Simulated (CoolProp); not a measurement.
A Linde-Hampson liquefier for carbon monoxide: isothermal reversible compression at 230 K from 1 atm to 5 MPa, throttling to 1 atm, return gas leaving the recuperator 5 K below the feed. Each further row changes one setting.

Model: reference Helmholtz-energy equation of state, Lemmon 2006, in CoolProp. It is a short technical equation, of lower accuracy than the large ones.

```tsv
case	liquid yield per pass	compression work (kJ/kg of gas)
as stated	0.043	261
high pressure 10 MPa	0.097	305
warm-end temperature 260 K	0.028	298
warm-end gap 10 K	0.030	261
```
